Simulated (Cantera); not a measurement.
A closed system holds: 1 mol Cr, 0.49 mol N2O, equilibrated at 2423 K and 0.350 bar.

Equilibrium computed with Cantera from the NASA thermochemical tables; the gas is ideal and each condensed phase is pure. Candidate condensed phases: Cr, CrN, Cr2N, Cr2O3; 14 gas species. Mutual solubility and eutectic melting of coexisting phases are not modelled. Rates play no part.

### Question
What is the equilibrium state?

### Answer
```
Item             Result
-----------  ----------
x(N2)             0.855
x(Cr)             0.137
x(CrO)          0.00827
x(CrO2)        0.000162
x(NO)           1.90e-5
x(O)            6.90e-6
x(CrN)          2.25e-6
n(Cr(l))      0.593 mol
n(Cr2O3(s))   0.162 mol
gas amount   0.5732 mol
```
